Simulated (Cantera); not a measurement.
An isothermal, constant-pressure homogeneous reactor starts with H2 : O2 : N2 = 1.1 : 1 : 1.9 (molar parts), equivalence ratio 0.55, at 1175 K and 0.133 bar.

Detailed kinetics in Cantera: the H2/O2 subset of GRI-Mech 3.0, which has no nitrogen chemistry. The temperature is held fixed by assumption; the heat of reaction is taken as removed at once.

One state of this run: x H2 = 7.25e-8; x O2 = 0.130; x H2O2 = 3.23e-9; x OH = 1.17e-5; x HO2 = 9.02e-9. x: mole fraction; the columns are a selection and need not sum to one.

**Question.** Which value of t (s) does it belong to?
(A) 0.846
(B) 0.000378
(C) 0.123
(D) 0.0179

**Answer.** A, 0.846
